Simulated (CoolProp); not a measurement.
Vapour-liquid equilibrium of o-xylene (1) + n-nonane (2) at 343.6 K; x and y are mole fractions of (1).

Computed with CoolProp (multi-fluid Helmholtz-energy mixture model, Zhou 2012 and Lemmon 2006; pair parameters Bell 2016).

Give the bubble pressure and the first vapour's composition at x = 0.35, 0.45, 0.65. Is there an azeotrope?

x = 0.35: 0.007690 MPa, y = 0.442; x = 0.45: 0.007949 MPa, y = 0.534; x = 0.65: 0.008339 MPa, y = 0.699. No azeotrope shows between x = 0.05 and 0.95.

Pair parameters are fitted to limited data, so mixtures are less certain than the pure fluids.
